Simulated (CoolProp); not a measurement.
The numbers come from the reference Helmholtz-energy equation of state, Polt 1992 in CoolProp. This equation is an older, rougher fit; its heat capacities, sound speeds and derivatives of the liquid may be far off and weren't checked against measurements.

Q: Give the vapour pressure (kPa), liquid density (kg/m³), vapour density (kg/m³), enthalpy of vaporisation (kJ/kg) of saturated propyne at 310, 330.3 K.

A: 
| T (K) | p (kPa) | liquid density (kg/m³) | vapour density (kg/m³) | enthalpy of vaporisation (kJ/kg) |
|---|---|---|---|---|
| 310 | 810 | 592 | 14.6 | 449 |
| 330.3 | 1350 | 557 | 24.5 | 412 |
